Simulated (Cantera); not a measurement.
Cantera run:

```python
import numpy as np
import cantera as ct

gas_names = """
    C CO CO2 C2 C2O C3 C3O2 C4 C5 Fe FeC5O5 FeO O O2 O3
""".split()
cond_names = """
    C(gr) Fe(a) Fe(c) Fe(d) Fe(L) FeC5O5(L) FeO(s) FeO(L) Fe2O3(s) Fe3O4(s)
""".split()


# ... load() reads the species with a 1 bar reference pressure and builds the phases ...
atoms = {
    'Fe': {'Fe': 1},
    'CO2': {'C': 1, 'O': 2},
    'CO': {'C': 1, 'O': 1},
}
top_T = {'C(gr)': 4500, 'Fe2O3(s)': 1830, 'Fe3O4(s)': 1870}  # K; cautious upper limits of use, not melting points


# ... equilibrate(T, P, feed) seeds the gas with the atoms and calls Mixture.equilibrate('TP', solver="vcs", rtol=1e-11, max_steps=5000) ...
results = []
T = 1525  # K
P = 1000  # Pa
for m in [5.9, 13, 19, 26, 33, 40, 46, 53, 60, 67, 73, 80, 87]:
    feed = {'Fe': 1, 'CO2': 2.8, 'CO': m}  # mol
    mix = equilibrate(T, P, feed)
    results.append((T, P, feed, dict(zip(mix.species_names, mix.species_moles))))

top = {s: max(r[3][s] / sum(r[3][g] for g in gas_names) for r in results) for s in gas_names}
cols = sorted((s for s in top if top[s] > 1e-06), key=lambda s: -top[s])[:6]
seen = [c for c in cond_names if any(r[3].get(c, 0) > 1e-12 for r in results)]
print("log10 of partial pressures in bar; condensed amounts in mol")
print(f"{'n(CO)':>10s}" + "".join(f"{s[:9]:>10s}" for s in cols + seen))
for T, P, feed, n in results:
    ng = sum(n[g] for g in gas_names)
    print(f"{feed['CO']:10.4g}" + "".join(f"{np.log10(max(n[s] / ng * P / 1e5, 1e-99)):10.3f}" for s in cols)
          + "".join(f"{n.get(c, 0):10.4g}" for c in seen))
```

Output:

```
log10 of partial pressures in bar; condensed amounts in mol
     n(CO)        CO       CO2        Fe     Fe(c)    FeO(s)
       5.9    -2.101    -2.684    -6.811         0    0.9999
        13    -2.064    -2.862    -6.597    0.3703    0.6293
        19    -2.060    -2.891    -6.597    0.9994         0
        26    -2.044    -3.012    -6.597    0.9993         0
        33    -2.035    -3.107    -6.597    0.9991         0
        40    -2.029    -3.184    -6.597    0.9989         0
        46    -2.026    -3.241    -6.597    0.9988         0
        53    -2.022    -3.299    -6.597    0.9986         0
        60    -2.020    -3.351    -6.597    0.9984         0
        67    -2.018    -3.397    -6.597    0.9982         0
        73    -2.016    -3.433    -6.597    0.9981         0
        80    -2.015    -3.471    -6.597    0.9979         0
        87    -2.014    -3.506    -6.597    0.9977         0
```

Method: chemical equilibrium by Gibbs-energy minimisation in Cantera with the NASA 1993 tables (ideal gas, pure condensed phases). Mutual solubility and eutectic melting of coexisting phases are not modelled. The tables' stoichiometric FeO is somewhat more stable than real wüstite, so its field is too wide. FeO: taken at fixed stoichiometry.
